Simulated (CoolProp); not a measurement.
Vapour-liquid equilibrium of propane (1) + R134a (2) at 267.6 K; x and y are mole fractions of (1).

Computed with CoolProp (multi-fluid Helmholtz-energy mixture model, Lemmon 2009 and Tillner-Roth 1994; pair parameters Bell 2016).

| x | bubble pressure (bar) | y at the bubble point | dew pressure at overall composition x (bar) | liquid density (mol/L) |
|---|---|---|---|---|
| 0.05 | 3.146 | 0.260 | 2.502 | 12.75 |
| 0.2 | 4.355 | 0.507 | 2.933 | 12.44 |
| 0.35 | 4.767 | 0.578 | 3.518 | 12.19 |
| 0.5 | 4.910 | 0.614 | 4.316 | 12.02 |
| 0.65 | 4.955 | 0.650 | 4.955 | 11.95 |
| 0.8 | 4.866 | 0.715 | 4.625 | 11.98 |
| 0.95 | 4.363 | 0.881 | 4.143 | 12.10 |

y crosses x between x = 0.5 and 0.65: the model has an azeotrope there.

Pair parameters are fitted to limited data, so mixtures are less certain than the pure fluids. With so large a gap from Raoult's law the liquid may split in two, which this calculation doesn't test in full.
